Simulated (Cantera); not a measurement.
A closed system holds: 1 mol Si, 1.7 mol Cl2, 3.6 mol H2, held at 16000 Pa.

These are equilibrium values from Cantera (NASA tables, ideal gas, pure condensed phases), not measurements of a reactor. Candidate condensed phases: Si; 19 gas species. Equilibrium is a limit: real reactors are often held back by kinetics, nucleation or transport.

Over these rows the condensed part is Si(s). Partial pressures as log10 of bar:

| T (K) | 1000/T (1/K) | log p SiCl2 | log p H2 | log p SiCl4 | log p SiHCl3 |
|---|---|---|---|---|---|
| 598 | 1.6722 | -9.52 | -0.90 | -1.61 | -2.06 |
| 673 | 1.4859 | -7.95 | -0.90 | -1.61 | -2.08 |
| 748 | 1.3369 | -6.70 | -0.90 | -1.61 | -2.09 |
| 823 | 1.2151 | -5.69 | -0.90 | -1.60 | -2.11 |
| 898 | 1.1136 | ? | -0.90 | -1.61 | -2.12 |
| 973 | 1.0277 | -4.14 | -0.90 | -1.61 | -2.14 |

**Question.** Fit log p(SiCl2) = a + b·(1000/T) to the five rows, give the apparent enthalpy, and predict the row at 898 K.

**Answer.** Means: 1000/T = 1.3476, log p = -6.800. Sxy = -2.041036, Sxx = 0.2444988, so b = -8.35 and a = -6.800 − (-8.35)×1.3476 = 4.45.
Apparent enthalpy: −19.145 × (-8.35) = 160 kJ/mol. With the condensed phases at unit activity, 1/2 Si(s) + 1/2 SiCl4(g) = SiCl2(g) links this pressure to the main gases: over the six rows their terms move log p by +0.00 in all, so the slope is close to that reaction's ΔH°. The five rows lie within 0.01 of the line.
Prediction at 898 K: 4.45 + (-8.35)×1.1136 = -4.85. The computed value is -4.85, 0.00 from the line.
